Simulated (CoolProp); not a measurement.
A simple Rankine cycle with R245ca: condensing at 328.15 K, boiler at 1.28 MPa, turbine inlet 389.6 K, turbine efficiency 0.75, pump efficiency 0.7, no recuperator. Each further row changes one setting.

Computed with CoolProp (reference Helmholtz-energy equation of state, Zhou 2016).

```csv
case,thermal efficiency (%),net work (kJ/kg),heat in (kJ/kg),turbine exit temperature (K),volume ratio over the turbine
as stated,___,21.3,233,___,5.01
turbine inlet 409.6 K,9.0,23.3,259,375.1,4.82
condensing temperature 320.15 K,___,25.0,245,348.4,6.44
boiler pressure 0.896 MPa,7.3,17.5,241,364.2,___
turbine efficiency 0.65,___,___,233,356.0,___
```

Q: Fill in the missing entries.

A: 
- as stated, thermal efficiency (%): 9.1
- as stated, turbine exit temperature (K): 353.1
- condensing temperature 320.15 K, thermal efficiency (%): 10.2
- boiler pressure 0.896 MPa, volume ratio over the turbine: 3.29
- turbine efficiency 0.65, thermal efficiency (%): 7.8
- turbine efficiency 0.65, net work (kJ/kg): 18.3
- turbine efficiency 0.65, volume ratio over the turbine: 5.06
